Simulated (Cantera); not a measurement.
A perfectly stirred reactor is fed with H₂ : O₂ : N₂ = 0.012 : 1 : 0.5 (molar parts), at 0.0132 atm; it is held at 1073 K, and followed from long to short residence time.

Cantera simulation using GRI-Mech 3.0 (53 species, 325 reactions); the numbers are that mechanism's predictions, not measurements. Radical loss at walls, strong at low pressure, is not modelled.

Question: What does this change do: O2 1 to 0.15 parts?

Answer: 
```
quantity                 before     after
---------------------  --------  --------
x(H₂) at τ = 0.330 s   0.000164  0.000383
x(O₂) at τ = 0.330 s      0.658     0.218
x(HO₂) at τ = 0.330 s   9.69e-7   1.02e-6
x(N₂O) at τ = 0.330 s   4.10e-9   6.66e-9
x(NO₂) at τ = 0.330 s  1.11e-12  5.31e-12
x(H₂) at τ = 36.0 ms   0.000690   0.00144
x(O₂) at τ = 36.0 ms      0.657     0.217
x(HO₂) at τ = 36.0 ms   1.63e-6   1.27e-6
x(N₂O) at τ = 36.0 ms   1.43e-9   2.95e-9
x(NO₂) at τ = 36.0 ms    <1e-12  2.07e-12
```

Question: What does this change do: 0.044 parts H2O added?

Answer: 
```json
[
 {"quantity": "x(H₂) at τ = 0.330 s", "before": "0.000164", "after": "0.000191"},
 {"quantity": "x(O₂) at τ = 0.330 s", "before": "0.658", "after": "0.640"},
 {"quantity": "x(HO₂) at τ = 0.330 s", "before": "9.69e-7", "after": "1.44e-6"},
 {"quantity": "x(N₂O) at τ = 0.330 s", "before": "4.10e-9", "after": "3.37e-9"},
 {"quantity": "x(NO₂) at τ = 0.330 s", "before": "1.11e-12", "after": "<1e-12"},
 {"quantity": "x(H₂) at τ = 36.0 ms", "before": "0.000690", "after": "0.000741"},
 {"quantity": "x(O₂) at τ = 36.0 ms", "before": "0.657", "after": "0.639"},
 {"quantity": "x(HO₂) at τ = 36.0 ms", "before": "1.63e-6", "after": "2.30e-6"},
 {"quantity": "x(N₂O) at τ = 36.0 ms", "before": "1.43e-9", "after": "1.28e-9"},
 {"quantity": "x(NO₂) at τ = 36.0 ms", "before": "<1e-12", "after": "<1e-12"}
]
```
